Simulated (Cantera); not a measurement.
Al + Cl2 + N2 + HCl (aluminium and copper etching)

Feed: 1 mol Al, 1.1 mol Cl2, a varied amount of N2, 1.5 mol HCl, at 827 °C and 100 Torr.

Equilibrium computed with Cantera from the NASA thermochemical tables; the gas is ideal and each condensed phase is pure. Candidate condensed phases: Al, AlCl3, AlN, NH4Cl; 20 gas species. Equilibrium is a limit: real reactors are often held back by kinetics, nucleation or transport.

From 1.5 mol N2 to 35 mol N2 nothing is condensed. The main Al-bearing gas is AlCl3 throughout.

```csv
n(N2) (mol),log p N2,log p AlCl3,log p HCl,log p H2,log p Al2Cl6,log p AlCl2
1.5,-1.26,-1.43,-1.59,-1.83,-4.41,-6.01
2.6,-1.13,-1.55,-1.70,-1.95,-4.64,-6.07
4.3,-1.05,-1.68,-1.84,-2.08,-4.91,-6.14
7.2,-0.99,-1.84,-2.00,-2.24,-5.23,-6.22
12,-0.95,-2.02,-2.18,-2.42,-5.59,-6.31
21,-0.92,-2.24,-2.39,-2.64,-6.02,-6.42
35,-0.90,-2.44,-2.60,-2.84,-6.43,-6.52
```
log p: log10 of the partial pressure in bar; nothing condenses.
